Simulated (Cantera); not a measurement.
Input (Python, Cantera):

```python
import numpy as np
import cantera as ct

gas = ct.Solution("h2o2.yaml")
gas.TPX = 573, 500000, {'H2': 1, 'O2': 0.633, 'N2': 2.78}
flame = ct.FreeFlame(gas, width=0.013)
flame.set_refine_criteria(ratio=3, slope=0.08, curve=0.16)
flame.transport_model = "unity-Lewis-number"
flame.solve(loglevel=0, auto=True)
z, T = flame.grid, flame.T
thick = (T[-1] - T[0]) / np.gradient(T, z).max()
show = ['H2', 'O2', 'H', 'HO2', 'O', 'H2O2']
print(f"laminar burning velocity  {flame.velocity[0] * 100:.3f} cm/s")
print(f"burnt temperature         {T[-1]:.1f} K")
print(f"thermal thickness         {thick * 1e3:.4f} mm")
print(f"grid points               {len(z)}")
z0 = z[flame.heat_release_rate.argmax()]
print(f"{'z/mm':>9s}{'T/K':>9s}{'u/(m/s)':>9s}" + "".join(f"{s:>11s}" for s in show))
rows = []
for k in (-3, -2, -1.5, -1, -0.5, -0.25, 0, 0.25, 0.5, 1, 2, 4, 8):
    zz = z0 + k * thick
    rows.append([k * thick, np.interp(zz, z, T), np.interp(zz, z, flame.velocity),
                 *(np.interp(zz, z, flame.X[gas.species_index(s)]) for s in show)])
    print(f"{rows[-1][0] * 1e3:9.3f}{rows[-1][1]:9.1f}{rows[-1][2]:9.3f}" + "".join(f"{x:11.3e}" for x in rows[-1][3:]))
```

Output:

```
laminar burning velocity  329.353 cm/s
burnt temperature         2232.0 K
thermal thickness         0.0488 mm
grid points               103
     z/mm      T/K  u/(m/s)         H2         O2          H        HO2          O       H2O2
   -0.146    573.0    3.294  2.266e-01  1.434e-01  1.165e-12  1.089e-07  8.556e-11  1.127e-08
   -0.098    573.4    3.296  2.266e-01  1.434e-01  5.137e-11  1.357e-06  3.675e-09  1.405e-07
   -0.073    575.1    3.305  2.264e-01  1.433e-01  5.102e-10  6.447e-06  3.256e-08  6.650e-07
   -0.049    587.0    3.371  2.250e-01  1.427e-01  1.497e-08  4.321e-05  5.113e-07  4.252e-06
   -0.024    733.8    4.174  2.083e-01  1.342e-01  4.851e-05  4.606e-04  3.598e-05  3.217e-05
   -0.012   1045.8    5.829  1.670e-01  1.143e-01  2.450e-03  5.368e-04  5.451e-04  4.146e-05
    0.000   1440.8    7.817  9.375e-02  7.947e-02  1.472e-02  2.679e-04  3.560e-03  1.347e-05
    0.012   1701.3    9.055  4.214e-02  5.278e-02  2.069e-02  1.400e-04  7.123e-03  4.895e-06
    0.024   1842.9    9.701  2.497e-02  4.259e-02  1.656e-02  9.009e-05  7.679e-03  3.110e-06
    0.049   1983.2   10.323  1.611e-02  3.755e-02  9.061e-03  5.425e-05  5.661e-03  1.893e-06
    0.098   2095.6   10.811  9.835e-03  3.510e-02  3.763e-03  2.939e-05  3.161e-03  1.220e-06
    0.195   2168.9   11.125  5.102e-03  3.379e-02  1.279e-03  1.446e-05  1.530e-03  8.089e-07
    0.390   2209.7   11.299  2.308e-03  3.332e-02  3.747e-04  7.104e-06  6.805e-04  5.397e-07
```

Cantera simulation using the H2/O2 subset of GRI-Mech 3.0, which has no nitrogen chemistry; the numbers are that mechanism's predictions, not measurements. The hydrogen kinetics of GRI-Mech 3.0 are dated; newer H2 mechanisms differ, most at raised pressure. Unity Lewis numbers drop preferential diffusion, which matters most where H2 and H carry the flame. Burning velocities carry a grid error of a few per cent, more on coarse grids.
